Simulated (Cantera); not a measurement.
Charge: 1 mol TEOS, 0.42 mol N2O, a varied amount of H2, at 1075 °C and 0.133 bar.

Method: chemical equilibrium by Gibbs-energy minimisation in Cantera with the NASA 1993 tables (ideal gas, pure condensed phases). Candidate condensed phases: C, C6H6, C7H8, C8H18, H2O, Si, SiC, SiO2, Si2N2O, Si3N4; 151 gas species. The feed counts by its element totals alone. Mutual solubility and eutectic melting of coexisting phases are not modelled. The tables hold silica as quartz up to 1696 K and as liquid above; real silica turns to tridymite and cristobalite and melts near 1996 K. Kinetics and transport are ignored.

### Question
At 57 mol H2, list the 5 most abundant gas species with their mole fractions, and the condensed phases.

### Answer
H2 0.951, CO 0.0458, N2 0.00217, CH4 0.000703, H2O 3.38e-5. Condensed: C(graphite) + SiO2(β-quartz) + Si2N2O(s).
